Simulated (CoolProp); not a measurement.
Properties of octamethylcyclotetrasiloxane (D4) along the isobar 0.101 MPa (Tc = 313.4 °C, pc = 1.347 MPa, ω = 0.598).

The numbers come from the reference Helmholtz-energy equation of state, Thol 2015 in CoolProp.

| T (°C) | phase | Z | cp (kJ/(kg K)) | expansivity (1/kK) | fugacity coefficient |
|---|---|---|---|---|---|
| 24.35 | liquid | 0.01273 | 1.670 | 1.198 | 0.001283 |
| 45.55 | liquid | 0.01219 | 1.706 | 1.240 | 0.005475 |
| 66.65 | liquid | 0.01174 | 1.746 | 1.292 | 0.01838 |
| 87.85 | liquid | 0.01137 | 1.789 | 1.356 | 0.05143 |
| 108.95 | liquid | 0.01106 | 1.836 | 1.434 | 0.1229 |
| 130.05 | liquid | 0.01082 | 1.884 | 1.531 | 0.2592 |
| 151.25 | liquid | 0.01063 | 1.935 | 1.657 | 0.4937 |
| 172.35 | liquid | 0.01050 | 1.988 | 1.822 | 0.8586 |
| 193.45 | gas | 0.9343 | 1.738 | 2.742 | 0.9384 |
| 214.65 | gas | 0.9449 | 1.785 | 2.520 | 0.9477 |
| 235.75 | gas | 0.9533 | 1.831 | 2.341 | 0.9553 |
| 256.95 | gas | 0.9602 | 1.875 | 2.191 | 0.9616 |
